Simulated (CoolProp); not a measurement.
Vapour-liquid equilibrium of R245fa (1) + n-pentane (2) at 0.155 MPa; x and y are mole fractions of (1).

Computed with CoolProp (multi-fluid Helmholtz-energy mixture model, Akasaka 2015 and Thol 2019; pair parameters Bell 2016).

### Question
Give the bubble temperature and the first vapour's composition at x = 0.05, 0.2, 0.35. Is there an azeotrope?

### Answer
x = 0.05: 36.1 °C, y = 0.360; x = 0.2: 23.5 °C, y = 0.624; x = 0.35: 21.5 °C, y = 0.666. y crosses x between x = 0.65 and 0.8: the model has an azeotrope there.

Pair parameters are fitted to limited data, so mixtures are less certain than the pure fluids. With so large a gap from Raoult's law the liquid may split in two, which this calculation doesn't test in full.
